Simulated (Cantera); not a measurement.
A freely propagating, adiabatic, planar premixed flame of H₂ : O₂ : N₂ : H₂O = 1 : 0.333 : 1.25 : 0.014 (molar parts), unburnt at 600 K and 4.93 atm; mixture-averaged transport, grid criteria slope 0.08 and curve 0.16, no radiation.

Model: the H2/O2 subset of GRI-Mech 3.0, which has no nitrogen chemistry, integrated in Cantera. The hydrogen kinetics of GRI-Mech 3.0 are dated; newer H2 mechanisms differ, most at raised pressure. Burning velocities carry a grid error of a few per cent, more on coarse grids.

Predict: laminar burning velocity; thermal thickness; peak x(HO₂); peak x(H); peak x(H₂O₂).


```
Property                     Result
------------------------  ---------
laminar burning velocity   916 cm/s
thermal thickness         0.0557 mm
peak x(HO₂)                0.000937
peak x(H)                    0.0570
peak x(H₂O₂)                5.62e-5
```
